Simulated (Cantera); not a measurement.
## Pb + O2 + N2 + CO (iron carbonyl, mercury and lead vapours)

Charge: 1 mol Pb, 0.013 mol O2, 34 mol N2, 5.6 mol CO, equilibrated at 1573 K and 430 Pa.

Equilibrium computed with Cantera from the NASA thermochemical tables; the gas is ideal and each condensed phase is pure. Candidate condensed phases: C, Pb, PbO, PbO2, Pb3O4; 27 gas species. Kinetics and transport are ignored.

The x(N2) is 0.837 and the x(CO) is 0.137. The x(Pb) is 0.0246, the x(CO2) comes out as 0.000640 and the gas amount is 40.60 mol. The log10 activity of Pb(l) (absent) comes out as -2.66 and the log10 activity of C(graphite) (absent) is -4.34.
